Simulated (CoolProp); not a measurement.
Properties of R1234ze(E) along the isobar 4.57 MPa (Tc = 382.5 K, pc = 3.635 MPa, ω = 0.313).

Model: reference Helmholtz-energy equation of state, Thol 2016, in CoolProp.

```
T (K)          phase       Z  conductivity (mW/(m K))  Prandtl number  fugacity coefficient
-----  -------------  ------  -----------------------  --------------  --------------------
315.6         liquid  0.1762                     71.5            3.27                0.1756
325.1         liquid  0.1762                     68.6            3.12                     ?
334.6         liquid  0.1769                     65.7            2.99                0.2623
344.1         liquid  0.1786                     62.9            2.88                0.3126
353.6         liquid  0.1815                     60.2            2.79                0.3668
363.1         liquid  0.1864                     57.4               ?                0.4241
372.6         liquid  0.1945                     54.6            2.74                0.4836
382.1         liquid  0.2103                     51.7            2.93                0.5436
391.5  supercritical  0.2585                     49.6            4.13                0.6002
401    supercritical  0.4382                        ?            2.18                0.6447
410.5  supercritical  0.5427                     35.0            1.36                0.6775
420    supercritical  0.6084                     33.2            1.13                0.7049
```

Question: Complete the blanks.

Answer: 
- 325.1, fugacity coefficient: 0.2165
- 363.1, Prandtl number: 2.73
- 401, conductivity (mW/(m K)): 40.3

Viscosity comes from a separate model (Bell 2016), an estimate that may be off by 10 % or more. Thermal conductivity comes from a separate model (Perkins 2011).
